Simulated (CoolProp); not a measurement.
Vapour-liquid equilibrium of ethanol (1) + p-xylene (2) at 0.817 MPa; x and y are mole fractions of (1).

Values from CoolProp's multi-fluid Helmholtz-energy mixture model, Schroeder 2014 and Zhou 2012; pair parameters Bell 2016.

```tsv
x	bubble temperature (K)	y at the bubble point	dew temperature at overall composition x (K)	liquid density (mol/L)
0.05	479.2	0.411	507.7	6.519
0.2	443.5	0.728	496.6	7.401
0.35	433.8	0.795	484.6	8.141
0.5	429.0	0.832	470.7	9.010
0.65	425.0	0.869	453.9	10.12
0.8	421.1	0.917	433.1	11.59
0.95	417.3	0.978	418.9	13.54
```

No azeotrope shows between x = 0.05 and 0.95.

Pair parameters are fitted to limited data, so mixtures are less certain than the pure fluids. With so large a gap from Raoult's law the liquid may split in two, which this calculation doesn't test in full.
